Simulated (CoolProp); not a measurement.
Cyclopentane at several states: Z from the reference equation and from simpler models built on Tc = 511.7 K, pc = 45.83 bar, ω = 0.202; each cubic takes its own stable root.

Values from CoolProp's reference Helmholtz-energy equation of state, Gedanitz 2015.

```csv
T (K),p (bar),phase,reference
347.9,5.05,liquid,0.01777
519.2,262,supercritical,0.7590
424.3,2.62,gas,0.9620
341.9,0.264,gas,0.9926
```

Question: How far does each simpler model (van der Waals, Redlich-Kwong, Soave-Redlich-Kwong, Peng-Robinson) lie from the reference over these 4 states: mean and median of the absolute difference, and the worst?

Answer: 
- van der Waals: mean 1267.3 %, median 16.8 %, worst +5035.1 % at 347.9 K and 5.05 bar
- Redlich-Kwong: mean 3.0 %, median 2.0 %, worst +7.9 % at 347.9 K and 5.05 bar
- Soave-Redlich-Kwong: mean 2.3 %, median 2.0 %, worst +4.8 % at 347.9 K and 5.05 bar
- Peng-Robinson: mean 3.5 %, median 3.3 %, worst -7.4 % at 347.9 K and 5.05 bar

At some of these states van der Waals gives the other phase, because its saturation line lies elsewhere.
